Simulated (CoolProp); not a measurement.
Tetrahydrofuran along the isobar 9.25 bar: Z from the reference equation and from simpler models built on Tc = 540.2 K, pc = 53.04 bar, ω = 0.234; each cubic takes its own stable root.

Model: reference Helmholtz-energy equation of state, Fiedler 2023, in CoolProp.

```json
[
 {"T (K)": "245.2", "phase": "liquid", "reference": "0.03482"},
 {"T (K)": "274.5", "phase": "liquid", "reference": "0.03217"},
 {"T (K)": "303.7", "phase": "liquid", "reference": "0.03013"},
 {"T (K)": "332.9", "phase": "liquid", "reference": "0.02856"},
 {"T (K)": "362.2", "phase": "liquid", "reference": "0.02736"},
 {"T (K)": "391.4", "phase": "liquid", "reference": "0.02652"},
 {"T (K)": "420.6", "phase": "liquid", "reference": "0.02604"},
 {"T (K)": "449.9", "phase": "gas", "reference": "0.8817"}
]
```

**Question.** How far does each simpler model (van der Waals, Peng-Robinson) lie from the reference over these 8 states: mean and median of the absolute difference, and the worst?

**Answer.** 
- van der Waals: mean 857.9 %, median 62.8 %, worst +3344.3 % at 420.6 K and 9.25 bar
- Peng-Robinson: mean 3.8 %, median 4.2 %, worst -4.9 % at 332.9 K and 9.25 bar

At some of these states van der Waals gives the other phase, because its saturation line lies elsewhere.
